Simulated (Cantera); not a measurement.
Charge: 1 mol Pb, 0.85 mol O₂, 19 mol N₂, equilibrated at 0.260 bar.

Cantera equilibrium calculation (NASA polynomials, part measured and part estimated; ideal gas, pure solids and liquids). Candidate condensed phases: Pb, PbO, PbO₂, Pb₃O₄; 12 gas species. The numbers say what is thermodynamically allowed, not how fast it happens.

x: gas mole fraction; n: condensed amount in mol.

```
T (°C)   x N₂     x O₂      x NO     x PbO  n Pb₃O₄(s)  n PbO(red)  n PbO(yellow)
------  -----  -------  --------  --------  ----------  ----------  -------------
202     0.990  0.00956  3.98e-11    <1e-12       0.333           0              0
252     0.990  0.00956  3.60e-10    <1e-12       0.333           0              0
302     0.982   0.0181   3.04e-9    <1e-12           0        1.00              0
352     0.982   0.0181       ___    <1e-12           0        1.00              0
402     0.982   0.0181   5.16e-8    <1e-12           0        1.00              0
452     0.982   0.0181   1.58e-7  3.39e-12           0        1.00              0
502     0.982   0.0181   4.21e-7  6.90e-11           0           0           1.00
552     0.982   0.0181   9.95e-7  9.65e-10           0           0           1.00
602     0.982   0.0181       ___       ___           0           0           1.00
652     0.982   0.0181   4.20e-6   7.84e-8           0           0          1.000
702     0.982   0.0181   7.73e-6   4.99e-7           0           0          1.000
```

**Question.** Fill in the missing entries.

**Answer.** 
- 602, x NO: 2.13e-6
- 602, x PbO: 9.90e-9
- 352, x NO: 1.40e-8
